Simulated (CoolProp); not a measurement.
Vapour-liquid equilibrium of R134a (1) + R123 (2) at 203 kPa; x and y are mole fractions of (1).

The numbers come from the multi-fluid Helmholtz-energy mixture model, Tillner-Roth 1994 and Younglove 1994; pair parameters Bell 2016 in CoolProp.

| x | bubble temperature (K) | y at the bubble point | dew temperature at overall composition x (K) | liquid density (mol/L) |
|---|---|---|---|---|
| 0.05 | 312.6 | 0.275 | 320.2 | 9.416 |
| 0.125 | 301.9 | 0.529 | 317.8 | 9.751 |
| 0.2 | 293.8 | 0.674 | 315.3 | 10.05 |
| 0.275 | 287.7 | 0.763 | 312.6 | 10.33 |
| 0.35 | 283.0 | 0.820 | (withheld) | 10.60 |
| 0.425 | 279.3 | 0.860 | 306.6 | 10.85 |
| 0.5 | 276.2 | 0.890 | 303.2 | 11.11 |
| 0.575 | (withheld) | (withheld) | 299.5 | 11.36 |
| 0.65 | 271.5 | 0.931 | 295.3 | 11.63 |
| 0.725 | (withheld) | 0.947 | 290.5 | 11.89 |
| 0.8 | 267.8 | 0.962 | 284.8 | 12.17 |
| 0.875 | 266.2 | 0.976 | 277.8 | 12.47 |
| 0.95 | 264.5 | 0.990 | 269.3 | (withheld) |

Task: Complete the blanks.

Result: 
- 0.35, dew temperature at overall composition x (K): 309.7
- 0.575, bubble temperature (K): 273.7
- 0.575, y at the bubble point: 0.912
- 0.725, bubble temperature (K): 269.6
- 0.95, liquid density (mol/L): 12.78

No azeotrope shows between x = 0.05 and 0.95.

The pair parameters rest on a limited set of measurements; away from them the model extrapolates.
